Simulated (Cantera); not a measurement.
**C2F6 + HCl (fluorocarbon and chlorocarbon gases)**

Feed: 1 mol C2F6, 0.021 mol HCl, equilibrated at 900 K and 1330 Pa.

Cantera equilibrium calculation (NASA polynomials, part measured and part estimated; ideal gas, pure solids and liquids). Candidate condensed phases: C, C6H6, C7H8, C8H18; 118 gas species. The feed counts by its element totals alone. Gases not in the tables: C2F6 and larger saturated fluorocarbons. Rates play no part.

```yaml
x(CF4): 0.979
x(HF): 0.0103
x(CClF3): 0.00372
x(HCl): 0.00344
x(Cl2): 0.00327
x(Cl): 3.66e-5
x(CCl2F2): 2.09e-5
n(C(graphite)): 0.503 mol
gas_amount: 1.524 mol
```
